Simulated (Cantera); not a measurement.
Charge: 1 mol CF4, 0.16 mol CH4, 18 mol H2, at 2.78 Torr.

These are equilibrium values from Cantera (NASA tables, ideal gas, pure condensed phases), not measurements of a reactor. Candidate condensed phases: C, C6H6, C7H8, C8H18; 95 gas species. The numbers say what is thermodynamically allowed, not how fast it happens.

x: gas mole fraction; n: condensed amount in mol.

```csv
T (K),x H2,x HF,x H,x C2H2 (acetylene),n C(graphite)
925,0.803,0.197,3.83e-9,?,1.15
1025,0.803,0.197,6.42e-8,?,1.16
1125,0.803,0.197,6.55e-7,?,1.16
1225,0.803,0.197,4.59e-6,?,1.16
1325,0.803,0.197,2.41e-5,?,1.16
1425,0.803,0.197,0.000100,?,1.16
1525,0.803,0.197,0.000348,?,1.16
1625,0.802,0.197,0.00104,?,1.16
1725,0.801,0.197,0.00273,?,1.16
1825,0.797,0.196,0.00646,?,1.15
1925,0.790,0.195,0.0140,?,1.15
2025,0.777,0.194,0.0279,?,1.13
2125,0.755,0.192,0.0519,?,1.11
```

Problem. What belongs in the gaps?

Solution. 
- 925, x C2H2 (acetylene): 1.02e-10
- 1025, x C2H2 (acetylene): 1.77e-9
- 1125, x C2H2 (acetylene): 1.84e-8
- 1225, x C2H2 (acetylene): 1.30e-7
- 1325, x C2H2 (acetylene): 6.83e-7
- 1425, x C2H2 (acetylene): 2.83e-6
- 1525, x C2H2 (acetylene): 9.71e-6
- 1625, x C2H2 (acetylene): 2.85e-5
- 1725, x C2H2 (acetylene): 7.38e-5
- 1825, x C2H2 (acetylene): 0.000171
- 1925, x C2H2 (acetylene): 0.000362
- 2025, x C2H2 (acetylene): 0.000703
- 2125, x C2H2 (acetylene): 0.00127
